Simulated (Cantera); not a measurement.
## Hydrocarbon pyrolysis for carbon deposition

An isothermal, constant-pressure homogeneous reactor starts with C3H8 : H2 = 1 : 0.71 (molar parts), at 1175 K and 280 Pa.

Model: GRI-Mech 3.0 (53 species, 325 reactions), integrated in Cantera. GRI-Mech 3.0 was tuned for natural gas; its chemistry of propane as a main component is partial and can be far from experiment. GRI-Mech 3.0 stops at C3 and has no aromatics, soot or wall deposition, so with more carbon than oxygen in the feed, carbon stays in small species such as C2H2 where larger ones or solid carbon would form. Radical loss at walls, strong at low pressure, is not modelled.

```
t (s)       x C3H8   x H2     x CH4    x C2H6    x C2H4     x C2H    x C2H2
--------  --------  -----  --------  --------  --------  --------  --------
3.00e-6      0.585  0.415  3.43e-10  7.80e-11  3.97e-10    <1e-12    <1e-12
1.35e-5      0.585  0.415   6.88e-9   1.57e-9   8.77e-9    <1e-12    <1e-12
6.04e-5      0.585  0.415   1.38e-7   3.12e-8   2.72e-7    <1e-12    <1e-12
0.000271     0.585  0.415   2.87e-6   6.01e-7   8.11e-6    <1e-12    <1e-12
0.00122      0.584  0.415   6.71e-5   1.01e-5  0.000169    <1e-12  3.37e-10
0.00546      0.580  0.414   0.00172  0.000131   0.00278    <1e-12   2.36e-7
0.0245       0.531  0.404    0.0267   0.00203    0.0329    <1e-12   5.20e-5
0.110        0.331  0.362     0.134   0.00986     0.158  1.59e-11   0.00168
0.493       0.0477  0.314     0.289   0.00963     0.321  2.33e-10    0.0171
2.21      0.000666  0.331     0.306   0.00158     0.310  1.66e-10    0.0504
9.93       3.04e-6  0.349     0.298  0.000286     0.278  5.08e-11    0.0749
44.6       3.96e-8  0.371     0.288   5.64e-5     0.235  3.12e-11     0.106
200        1.94e-8  0.418     0.267   3.25e-5     0.142  4.35e-11     0.173
```
x: mole fraction; the columns are a selection and need not sum to one.

Equilibrium at this temperature and pressure: C3H8 6.58e-10, H2 0.631, CH4 0.0578, C2H6 3.48e-6, C2H4 0.00956, C2H 1.25e-10, C2H2 0.301 (gas phase only).
